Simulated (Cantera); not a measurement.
Feed: 1 mol SiO2, 0.41 mol CH4, 0.28 mol N2, equilibrated at 850 °C and 20000 Pa.

Method: chemical equilibrium by Gibbs-energy minimisation in Cantera with the NASA 1993 tables (ideal gas, pure condensed phases). Candidate condensed phases: C, C6H6, C7H8, C8H18, H2O, Si, SiC, SiO2, Si2N2O, Si3N4; 151 gas species. N2 is the only nitrogen source here; it is nearly inert below about 1500 K, so the nitride shown seldom forms there in practice. Mutual solubility and eutectic melting of coexisting phases are not modelled. Rates play no part.

Base state: H2 0.738, N2 0.252, CO 0.00725, CH4 0.00320, H2O 7.06e-5, NH3 1.78e-5, HCN 1.29e-5 (mole fractions); condensed: C(graphite) + SiO2(β-quartz) + Si2N2O(s).

Problem. What changes in the equilibrium state with this change: 1 mol CO2 added?

Solution. 
| species | before | after |
|---|---|---|
| CO | 0.00725 | 0.417 |
| H2 | 0.738 | 0.237 |
| CO2 | 6.34e-7 | 0.145 |
| H2O | 7.06e-5 | 0.0900 |
| N2 | 0.252 | 0.112 |
| CH4 | 0.00320 | 4.75e-6 |
| HCN | 1.29e-5 | 7.03e-8 |
| C(graphite), mol | 0.398 | 0 |
| SiO2(β-quartz), mol | 0.995 | 1.00 |
| Si2N2O(s), mol | 0.00269 | 0 |
